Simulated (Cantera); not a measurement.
Feed: 1 mol Cr, 5.2 mol N2O, 11 mol N2, held at 1027 °C and 2.78 Torr.

Equilibrium computed with Cantera from the NASA thermochemical tables; the gas is ideal and each condensed phase is pure. Candidate condensed phases: Cr, CrN, Cr2N, Cr2O3; 14 gas species. The numbers say what is thermodynamically allowed, not how fast it happens.

Base state: N2 0.897, O2 0.102, NO 0.000295 (mole fractions); condensed: Cr2O3(s).

**Question.** What changes in the equilibrium state with this change: temperature from 1027 °C to 1300 °C?

**Answer.** 
```json
[
 {"species": "N2", "before": "0.897", "after": "0.897"},
 {"species": "O2", "before": "0.102", "after": "0.102"},
 {"species": "NO", "before": "0.000295", "after": "0.00128"},
 {"species": "O", "before": "9.30e-7", "after": "5.49e-5"},
 {"species": "Cr2O3(s), mol", "before": "0.500", "after": "0.500"}
]
```

**Question.** What changes in the equilibrium state with this change: temperature from 1027 °C to 1500 °C?

**Answer.** 
```tsv
species	before	after
N2	0.897	0.896
O2	0.102	0.101
NO	0.000295	0.00280
CrO2	<1e-9	3.14e-5
O	9.30e-7	0.000491
Cr2O3(s), mol	0.500	0.500
```
